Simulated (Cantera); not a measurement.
Moist CO burnout

An isothermal, constant-pressure homogeneous reactor starts with CO : O2 : H2O : N2 = 0.0027 : 0.0058 : 0.00015 : 1 (molar parts), at 1050 K and 10.0 bar.

Model: GRI-Mech 3.0 (53 species, 325 reactions), integrated in Cantera.

```
t (s)         x CO     x O2     x H2O       x H     x HO2      x NO       x O
--------  --------  -------  --------  --------  --------  --------  --------
0.000200   0.00268  0.00575  0.000149    <1e-12  1.27e-12    <1e-12  8.65e-11
0.000928   0.00268  0.00575  0.000149    <1e-12  2.31e-11    <1e-12  2.59e-10
0.00431    0.00268  0.00575  0.000149    <1e-12  2.12e-10    <1e-12  3.66e-10
0.0200     0.00268  0.00575  0.000149  2.32e-12   1.23e-9    <1e-12  4.25e-10
0.0928     0.00268  0.00575  0.000149  1.49e-11   8.37e-9    <1e-12  8.30e-10
0.431      0.00265  0.00574  0.000149  2.14e-10   1.13e-7    <1e-12   6.31e-9
2.00       0.00235  0.00559  0.000148  2.84e-10   1.56e-7  1.85e-11   8.26e-9
9.28       0.00129  0.00506  0.000149  1.88e-10   1.48e-7  3.23e-10   7.42e-9
43.1      0.000117  0.00448  0.000149  2.83e-11   7.05e-8   1.53e-9   3.36e-9
200       5.85e-11  0.00442  0.000149    <1e-12  1.50e-11   2.14e-8  3.26e-11
```
x: mole fraction; the columns are a selection and need not sum to one.

Equilibrium at this temperature and pressure: CO 3.94e-12, O2 0.00441, H2O 0.000149, H <1e-12, HO2 7.55e-12, NO 8.64e-6, O 1.41e-11 (gas phase only).
